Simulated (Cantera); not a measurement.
# Equilibrium for carbothermic reduction: SiO₂ + CH₄ + N₂ + CO

A closed system holds: 1 mol SiO₂, 1.1 mol CH₄, 0.54 mol N₂, 2.1 mol CO, equilibrated at 1525 K and 10.0 Torr.

These are equilibrium values from Cantera (NASA tables, ideal gas, pure condensed phases), not measurements of a reactor. Candidate condensed phases: C, C₆H₆, C₇H₈, C₈H₁₈, H₂O, Si, SiC, SiO₂, Si₂N₂O, Si₃N₄; 151 gas species. Mutual solubility and eutectic melting of coexisting phases are not modelled. The tables hold silica as quartz up to 1696 K and as liquid above; real silica turns to tridymite and cristobalite and melts near 1996 K. Kinetics and transport are ignored.

```
Property                                    Value
--------------------------------------  ---------
x(CO)                                       0.571
x(H₂)                                       0.392
x(N₂)                                      0.0323
x(SiO)                                    0.00427
x(H)                                     0.000128
x(HCN)                                    2.53e-5
x(H₂O)                                    2.41e-5
x(CO₂)                                    1.30e-5
n(SiO₂(β-quartz))                       0.259 mol
n(Si₂N₂O(s))                            0.359 mol
gas amount                              5.605 mol
log10 activity of C(graphite) (absent)      -0.75
log10 activity of Si(s) (absent)            -2.31
```
